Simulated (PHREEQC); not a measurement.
Dissolve 0.0052 mol/kgw CuSO4, 0.00077 mol/kgw MgSO4 and 0.0068 mol/kgw LiOH at 25 °C. Closed to the air; pH follows from the charge balance.

Equilibrium calculation in PHREEQC: ion-association model, wateq4f.dat.

Precipitation was switched off in this run.

Order these Cu species by the share of Cu that they hold, largest first: CuOH+, Cu(OH)2, Cu2(OH)2+2, CuSO4, Cu+2.

Cu2(OH)2+2 (52 %), Cu(OH)2 (39 %), Cu+2 (5.9 %), CuSO4 (2.3 %), CuOH+ (0.93 %)

The pH is 7.36 and the ionic strength 0.0188 mol/kgw. Saturation is exceeded, for instance for Brochantite, Cu(OH)2; the values hold only as long as no solid forms. The database's constant for dissolved Cu(OH)2 is higher than later reviews accept.
